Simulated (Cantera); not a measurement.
An isothermal, constant-pressure homogeneous reactor starts with CO : O2 : H2O : N2 = 0.015 : 0.07 : 0.00014 : 1 (molar parts), at 1425 K and 8.70 bar. Integrator tolerance rtol = 1e-08.

Computed with Cantera and GRI-Mech 3.0 (53 species, 325 reactions).

Problem. What does this change do: pressure from 8.70 bar to 0.960 bar?

Solution. 
| quantity | before | after |
|---|---|---|
| x(CO) at 4.00 s | 2.95e-8 (gas-phase equilibrium 2.96e-8) | 8.90e-8 (gas-phase equilibrium 8.91e-8) |
| x(O2) at 4.00 s | 0.0580 (gas-phase equilibrium 0.0578) | 0.0580 (gas-phase equilibrium 0.0578) |
| x(H2O) at 4.00 s | 0.000130 (gas-phase equilibrium 0.000130) | 0.000129 (gas-phase equilibrium 0.000129) |
| x(NO) at 4.00 s | 1.24e-5 (gas-phase equilibrium 0.000476) | 9.23e-6 (gas-phase equilibrium 0.000476) |
| x(H) at 4.00 s | 2.56e-11 (gas-phase equilibrium 2.56e-11) | 1.34e-10 (gas-phase equilibrium 1.34e-10) |
| x(NO2) at 4.00 s | 1.31e-7 (gas-phase equilibrium 5.00e-6) | 3.23e-8 (gas-phase equilibrium 1.66e-6) |

Problem. What does this change do: pressure from 8.70 bar to 1.01 bar?

Solution. 
| quantity | before | after |
|---|---|---|
| x(CO) at 4.00 s | 2.95e-8 (gas-phase equilibrium 2.96e-8) | 8.66e-8 (gas-phase equilibrium 8.67e-8) |
| x(O2) at 4.00 s | 0.0580 (gas-phase equilibrium 0.0578) | 0.0580 (gas-phase equilibrium 0.0578) |
| x(H2O) at 4.00 s | 0.000130 (gas-phase equilibrium 0.000130) | 0.000129 (gas-phase equilibrium 0.000129) |
| x(NO) at 4.00 s | 1.24e-5 (gas-phase equilibrium 0.000476) | 9.30e-6 (gas-phase equilibrium 0.000476) |
| x(H) at 4.00 s | 2.56e-11 (gas-phase equilibrium 2.56e-11) | 1.28e-10 (gas-phase equilibrium 1.28e-10) |
| x(NO2) at 4.00 s | 1.31e-7 (gas-phase equilibrium 5.00e-6) | 3.34e-8 (gas-phase equilibrium 1.71e-6) |

Problem. What does this change do: temperature 1425 to 1075 K?

Solution. 
```json
[
 {"quantity": "x(CO) at 4.00 s", "before": "2.95e-8 (gas-phase equilibrium 2.96e-8)", "after": "0.00643 (gas-phase equilibrium 1.29e-11)"},
 {"quantity": "x(O2) at 4.00 s", "before": "0.0580 (gas-phase equilibrium 0.0578)", "after": "0.0610 (gas-phase equilibrium 0.0580)"},
 {"quantity": "x(H2O) at 4.00 s", "before": "0.000130 (gas-phase equilibrium 0.000130)", "after": "0.000129 (gas-phase equilibrium 0.000130)"},
 {"quantity": "x(NO) at 4.00 s", "before": "1.24e-5 (gas-phase equilibrium 0.000476)", "after": "1.91e-9 (gas-phase equilibrium 3.86e-5)"},
 {"quantity": "x(H) at 4.00 s", "before": "2.56e-11 (gas-phase equilibrium 2.56e-11)", "after": "2.15e-10 (gas-phase equilibrium <1e-12)"},
 {"quantity": "x(NO2) at 4.00 s", "before": "1.31e-7 (gas-phase equilibrium 5.00e-6)", "after": "8.90e-9 (gas-phase equilibrium 1.98e-6)"}
]
```
